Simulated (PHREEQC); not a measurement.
Consider water at 25 °C with 7.8 mmol/kgw HCl, 0.1 mmol/kgw CuSO4 and 0.087 mmol/kgw NiSO4. Closed to the air; pH follows from the charge balance.

Model: ion-association model, wateq4f.dat, run in PHREEQC.

**Question.** The ionic strength comes out as 0.00841 mol/kgw. What activity coefficients do HSO4-, SO4-2, H+, CuCl+, NiCl+ get?

**Answer.** HSO4- 0.91, SO4-2 0.69, H+ 0.92, CuCl+ 0.91, NiCl+ 0.91.

This is a speciation only: nothing precipitates in the calculation.
